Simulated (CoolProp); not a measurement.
Properties of isopentane along the isobar 2.47 MPa (Tc = 187.2 °C, pc = 3.378 MPa, ω = 0.227).

Model: reference Helmholtz-energy equation of state, Lemmon 2006, in CoolProp. It is a short technical equation, of lower accuracy than the large ones.

| T (°C) | phase | Z | speed of sound (m/s) | expansivity (1/kK) | conductivity (mW/(m K)) | fugacity coefficient |
|---|---|---|---|---|---|---|
| 29.15 | liquid | 0.1154 | 964.6 | 1.629 | 102 | (withheld) |
| 34.75 | liquid | 0.1144 | 938.8 | 1.668 | 100 | 0.05491 |
| 40.35 | liquid | 0.1134 | 913.0 | 1.709 | 98.7 | 0.06518 |
| 45.95 | liquid | 0.1125 | 887.3 | (withheld) | 97.1 | 0.07678 |
| 51.55 | liquid | 0.1117 | 861.6 | 1.803 | 95.5 | 0.08978 |
| 57.15 | liquid | 0.1109 | 835.9 | 1.856 | (withheld) | 0.1043 |
| 62.75 | liquid | 0.1102 | 810.2 | 1.913 | 92.3 | (withheld) |
| 68.25 | liquid | 0.1096 | 785.0 | 1.975 | 90.7 | 0.1376 |
| 73.85 | liquid | 0.1091 | 759.2 | 2.044 | 89.1 | 0.1569 |
| 79.45 | liquid | 0.1086 | 733.3 | 2.121 | 87.5 | 0.1778 |
| 85.05 | liquid | 0.1082 | 707.3 | 2.205 | 85.8 | 0.2005 |
| 90.65 | liquid | 0.1079 | 681.1 | 2.299 | 84.2 | 0.2249 |
| 96.25 | liquid | 0.1077 | 654.7 | (withheld) | 82.5 | 0.2511 |
| 101.85 | liquid | 0.1075 | 628.1 | 2.523 | 80.9 | 0.2790 |
| 107.45 | liquid | 0.1075 | 601.1 | 2.658 | 79.2 | 0.3086 |
| 113.05 | liquid | 0.1076 | 573.8 | 2.813 | 77.5 | 0.3399 |

Problem. What belongs in the gaps?

Solution. 
- 29.15, fugacity coefficient: 0.04588
- 45.95, expansivity (1/kK): 1.754
- 57.15, conductivity (mW/(m K)): 93.9
- 62.75, fugacity coefficient: 0.1203
- 96.25, expansivity (1/kK): 2.404

Thermal conductivity comes from a separate model (Vassiliou 2015).
